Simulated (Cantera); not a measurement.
A freely propagating, adiabatic, planar premixed flame of H2 : O2 : N2 : H2O = 1 : 0.725 : 2.72 : 0.32 (molar parts), unburnt at 400 K and 4280 Torr; mixture-averaged transport, grid criteria slope 0.08 and curve 0.16, no radiation.

Cantera simulation using the H2/O2 subset of GRI-Mech 3.0, which has no nitrogen chemistry; the numbers are that mechanism's predictions, not measurements. The hydrogen kinetics of GRI-Mech 3.0 are dated; newer H2 mechanisms differ, most at raised pressure. Burning velocities carry a grid error of a few per cent, more on coarse grids. Lean hydrogen flames are cellular in practice and burn faster than this planar one.

Q: Predict: laminar burning velocity; thermal thickness; peak x(H2O2); peak x(HO2); peak x(O).

A: 
```
Property                     Result
------------------------  ---------
laminar burning velocity  60.3 cm/s
thermal thickness         0.0783 mm
peak x(H2O2)               0.000294
peak x(HO2)                0.000741
peak x(O)                   0.00141
```
